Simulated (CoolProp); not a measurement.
Oxygen at several states: density (kg/m³) from the reference equation and from simpler models built on Tc = 154.6 K, pc = 5.046 MPa, ω = 0.022; each cubic takes its own stable root.

Model: reference Helmholtz-energy equation of state, Schmidt 1985, in CoolProp. Above 300 K oxygen's equation is extrapolated.

| T (K) | p (MPa) | phase | reference | Redlich-Kwong | Soave-Redlich-Kwong | Peng-Robinson |
|---|---|---|---|---|---|---|
| 162.9 | 4.46 | gas | ? | ? | ? | 161.5 |
| 65.3 | 2.09 | liquid | 1261 | ? | 1261 | ? |
| 640.1 | 11.6 | supercritical | ? | 68.17 | ? | ? |

Problem. Fill in the missing entries.

Solution. 
- 162.9, reference: 154.9
- 162.9, Redlich-Kwong: 155.2
- 162.9, Soave-Redlich-Kwong: 155.0
- 65.3, Redlich-Kwong: 1280
- 65.3, Peng-Robinson: 1416
- 640.1, reference: 67.53
- 640.1, Soave-Redlich-Kwong: 67.25
- 640.1, Peng-Robinson: 68.00
